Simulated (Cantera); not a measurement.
## Ignition delay

Mixture: CH4 : O2 : N2 = 1 : 1.82 : 6.84 (molar parts), equivalence ratio 1.1, at 900 Torr, adiabatic and at constant pressure. Ignition delay is the time to a rise of 400 K.

Computed with Cantera and GRI-Mech 3.0 (53 species, 325 reactions).

```csv
T0 (K),delay (ms)
1048,426
1123,129
1198,42.5
1273,15.2
1348,5.86
1423,2.43
1498,1.08
1573,0.527
1648,0.278
```

| Property | Result |
|---|---|
| apparent activation energy between 1498 and 1648 K | 190 kJ/mol |
